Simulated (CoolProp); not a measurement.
Values from CoolProp's reference Helmholtz-energy equation of state, Thol 2016.

Q: Give the vapour pressure (kPa), liquid density (kg/m³), vapour density (kg/m³), liquid cp (kJ/(kg K)) of saturated hexamethyldisiloxane (MM) at 83.45, 111.95 °C.

A: 
```tsv
T (°C)	p (kPa)	liquid density (kg/m³)	vapour density (kg/m³)	liquid cp (kJ/(kg K))
83.45	60.0	695	3.44	2.06
111.95	140	661	7.69	2.15
```
